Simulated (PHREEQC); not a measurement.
Dissolve 0.017 mol H2SO4, 8.7e-05 mol FeCl3 and 0.0039 mol KCl per kg of water at 25 °C. Closed to the air; pH follows from the charge balance.

The numbers come from PHREEQC with the ion-association model, phreeqc.dat.

Precipitation was switched off in this run.

Order these Fe species by the share of Fe that they hold, largest first: FeOH+2, Fe(SO4)2-, Fe+3, FeSO4+, FeHSO4+2.

FeSO4+ (79 %), FeHSO4+2 (7.6 %), Fe(SO4)2- (6.5 %), Fe+3 (5.8 %), FeOH+2 (0.96 %)

Order these S species by the share of S that they hold, largest first: SO4-2, KSO4-, HSO4-, FeSO4+.

HSO4- (55 %), SO4-2 (44 %), KSO4- (0.58 %), FeSO4+ (0.40 %)

The pH is 1.67 and the ionic strength 0.0360 mol/kgw. Saturation is exceeded, for instance for Hematite (slow to form), Goethite (slow to form); the values hold only as long as no solid forms.
